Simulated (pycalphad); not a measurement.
All values are pycalphad results on the COST 507 light-alloy database (1999) (1 atm), not direct measurements. The database dates from 1999; later assessments differ in places, in temperatures and in the compounds included. Diffusion is slow at the low end, where real alloys seldom reach equilibrium.

## Si-2.49Zr (wt.%): equilibrium cooling sequence

| T (°C) | phases above | phases below |
|---|---|---|
| 1410.0 | liquid | diamond (Si) + liquid |
| 1361.5 | diamond (Si) + liquid | diamond (Si) + SI2ZR |

Changes were sought between steps of 50 K, so a narrower field can be missed.

Database names, with the compositions (at.%) that they take in these runs: SI2ZR: Si 67 Zr 33.
